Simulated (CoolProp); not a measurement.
Vapour-liquid equilibrium of R152A (1) + R227EA (2) at 202.9 K; x and y are mole fractions of (1).

The numbers come from the multi-fluid Helmholtz-energy mixture model, Outcalt 1996 and Lemmon 2016; pair parameters Bell 2016 in CoolProp.

| x | bubble pressure (bar) | y at the bubble point | dew pressure at overall composition x (bar) | liquid density (mol/L) |
|---|---|---|---|---|
| 0.05 | 0.04643 | 0.070 | 0.04616 | 10.32 |
| 0.15 | 0.04897 | 0.219 | 0.04769 | 10.78 |
| 0.25 | 0.05232 | 0.365 | 0.04961 | 11.28 |
| 0.35 | 0.05609 | 0.494 | 0.05193 | 11.81 |
| 0.45 | 0.05991 | 0.602 | 0.05471 | 12.39 |
| 0.55 | 0.06352 | 0.691 | 0.05800 | 13.01 |
| 0.65 | 0.06677 | 0.766 | 0.06181 | 13.70 |
| 0.75 | 0.06963 | 0.833 | 0.06605 | 14.45 |
| 0.85 | 0.07212 | 0.896 | 0.07034 | 15.28 |
| 0.95 | 0.07424 | 0.963 | 0.07388 | 16.20 |

No azeotrope shows between x = 0.05 and 0.95.

The pair parameters rest on a limited set of measurements; away from them the model extrapolates. The gap from Raoult's law changes sign with composition, which may be real or a fault of the pair parameters; it wasn't checked against measurements.
